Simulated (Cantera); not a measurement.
A Cantera script and what it prints.

```python
import numpy as np
import cantera as ct

gas_names = """
    B BH BH2 BH3 BN BO BO2 B2 B2O B2O2 B2O3 B3O3H3 H HBO HBO2 HNO HNO2 HNO3 HO2 H2 H2O H2O2 H3B3O6 N NH
    NH2 NH3 NH2OH NO NO2 NO3 N2 N2H2 N2H4 N2O O OH O2 O3
""".split()
cond_names = """
    B(b) B(L) BN(s) B2O3(L) B3O3H3(cr) H2O(s) H2O(L)
""".split()


# ... load() reads the species with a 1 bar reference pressure and builds the phases ...
atoms = {
    'B': {'B': 1},
    'H2O': {'H': 2, 'O': 1},
    'H2': {'H': 2},
    'NH3': {'N': 1, 'H': 3},
}
top_T = {'BN(s)': 3200}  # K; cautious upper limits of use, not melting points


# ... equilibrate(T, P, feed) seeds the gas with the atoms and calls Mixture.equilibrate('TP', solver="vcs", rtol=1e-11, max_steps=5000) ...
results = []
feed = {'B': 1, 'H2O': 16, 'H2': 92, 'NH3': 0.85}  # mol
T = 2325  # K
P = 13332.2  # Pa
mix = equilibrate(T, P, feed)
results.append((T, P, feed, dict(zip(mix.species_names, mix.species_moles))))
x = sorted(zip(gas.X, gas.species_names), reverse=True)
print(f"T = {T:g} K  P = {P:g} Pa  gas = {mix.phase_moles(0):.4g} mol")
print("   x: " + "  ".join(f"{s} {v:.3e}" for v, s in x if v > 0.0001))
print("   condensed (mol): " + ("  ".join(f"{mix.phase(i).name} {mix.phase_moles(i):.4g}"
      for i in range(1, mix.n_phases) if mix.phase_moles(i) > 1e-12) or "none"))
```

It prints:

```
T = 2325 K  P = 13332.2 Pa  gas = 111.8 mol
   x: H2 8.335e-01  H2O 1.256e-01  H 2.751e-02  HBO2 7.715e-03  N2 3.800e-03  HBO 7.499e-04  OH 6.913e-04  BO 2.722e-04
   condensed (mol): none
```

These are equilibrium values from Cantera (NASA tables, ideal gas, pure condensed phases), not measurements of a reactor.
